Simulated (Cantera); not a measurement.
An isothermal, constant-pressure homogeneous reactor starts with 37.5 % H2, 20.8 % O2, 41.7 % N2, at 1325 K and 0.280 bar.

Computed with Cantera and GRI-Mech 3.0 (53 species, 325 reactions). The temperature is held fixed by assumption; the heat of reaction is taken as removed at once.

x: mole fraction; the columns are a selection and need not sum to one.

```csv
t (s),x H2,x O2,x O,x HO2,x H
3.00e-6,0.375,0.208,5.34e-9,3.86e-8,4.54e-8
2.40e-5,0.375,0.208,(withheld),(withheld),(withheld)
0.000192,0.0402,0.0502,0.0105,2.38e-5,0.0540
0.00153,0.00318,0.0268,0.000330,1.03e-5,0.000643
0.0122,(withheld),0.0256,(withheld),(withheld),(withheld)
0.0979,3.22e-6,0.0256,3.77e-7,3.67e-8,2.40e-8
0.783,7.62e-7,0.0256,8.73e-8,1.54e-8,2.82e-9
6.26,7.36e-7,0.0256,8.39e-8,1.52e-8,2.67e-9
50.0,7.36e-7,0.0256,8.39e-8,1.52e-8,2.67e-9
```

**Question.** Fill in the missing entries.

**Answer.** 
- 2.40e-5, x O: 2.15e-6
- 2.40e-5, x HO2: 6.18e-7
- 2.40e-5, x H: 1.44e-5
- 0.0122, x H2: 7.01e-5
- 0.0122, x O: 6.90e-6
- 0.0122, x HO2: 6.62e-7
- 0.0122, x H: 2.10e-6
